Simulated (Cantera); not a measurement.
A Cantera script and its output.

```python
import numpy as np
import cantera as ct

gas = ct.Solution("gri30.yaml")


def delay(T, t_max=10):
    gas.TPX = T, 880000, {'CH4': 1, 'O2': 0.952, 'N2': 3.33}
    reactor = ct.IdealGasConstPressureReactor(gas, clone=False)
    net = ct.ReactorNet([reactor])
    net.rtol, net.atol = 1e-8, 1e-16
    while net.time < t_max:
        t_old, T_old = net.time, reactor.T
        net.step()
        if reactor.T > T + 400:  # ignition: a rise of 400 K
            return t_old + (T + 400 - T_old) / (reactor.T - T_old) * (net.time - t_old)
    return np.nan


taus = []
for T in [1173, 1248, 1323, 1398, 1473, 1548, 1623, 1698, 1773, 1848]:
    taus.append(delay(T))
    print(f"T0 = {T:6g} K   tau = {taus[-1]:.4e} s")
```

It prints:

```
T0 =   1173 K   tau = 1.0872e-02 s
T0 =   1248 K   tau = 4.2909e-03 s
T0 =   1323 K   tau = 1.8002e-03 s
T0 =   1398 K   tau = 7.9466e-04 s
T0 =   1473 K   tau = 3.6576e-04 s
T0 =   1548 K   tau = 1.7480e-04 s
T0 =   1623 K   tau = 8.6907e-05 s
T0 =   1698 K   tau = 4.5226e-05 s
T0 =   1773 K   tau = 2.4803e-05 s
T0 =   1848 K   tau = 1.4395e-05 s
```

Model: GRI-Mech 3.0 (53 species, 325 reactions), integrated in Cantera.
